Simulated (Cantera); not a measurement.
An isothermal, constant-pressure homogeneous reactor starts with NO : N₂ = 1 : 7.2 (molar parts), at 2200 K and 0.336 atm.

Model: GRI-Mech 3.0 (53 species, 325 reactions), integrated in Cantera.

x: mole fraction; the columns are a selection and need not sum to one.

```
t (s)        x NO    x N₂O      x O₂     x NO₂   x N₂      x O
--------  -------  -------  --------  --------  -----  -------
9.00e-6     0.122  1.96e-7  1.36e-10  7.32e-10  0.878      ___
5.59e-5     0.122  1.14e-6   5.39e-9   2.19e-8  0.878      ___
0.000347    0.122  4.91e-6   2.48e-7   3.54e-7  0.878      ___
0.00216     0.122  7.85e-6   1.40e-5   3.24e-6  0.878      ___
0.0134      0.121  7.50e-6  0.000506   1.04e-5  0.879      ___
0.0834      0.111  6.22e-6   0.00528   1.54e-5  0.883      ___
0.518      0.0497  1.33e-6    0.0356   1.53e-5  0.914      ___
3.22      0.00724  2.54e-7    0.0568   2.79e-6  0.935  0.00111
20.0      0.00718  2.54e-7    0.0568   2.77e-6  0.935  0.00111
```

Problem. What belongs in the gaps?

Solution. 
- 9.00e-6, x O: 2.00e-7
- 5.59e-5, x O: 1.30e-6
- 0.000347, x O: 1.00e-5
- 0.00216, x O: 8.06e-5
- 0.0134, x O: 0.000271
- 0.0834, x O: 0.000422
- 0.518, x O: 0.000897
